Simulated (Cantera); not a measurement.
A perfectly stirred reactor is fed with 0.970 % H2, 99.0 % O2, equivalence ratio 0.0049, at 1330 Pa; it is held at 1150 K, and followed from long to short residence time.

Model: the H2/O2 subset of GRI-Mech 3.0, which has no nitrogen chemistry, integrated in Cantera. Radical loss at walls, strong at low pressure, is not modelled.

One state of this run: x H2 = 0.00195; x O2 = 0.984; x O = 0.00547; x H2O2 = 7.61e-8; x OH = 0.00133; x HO2 = 1.74e-6; x H2O = 0.00674. x: mole fraction; the columns are a selection and need not sum to one.

Problem. Which value of τ (s) does it belong to?
A. 0.021
B. 0.077
C. 0.0058
D. 1.0

Solution. C, 0.0058
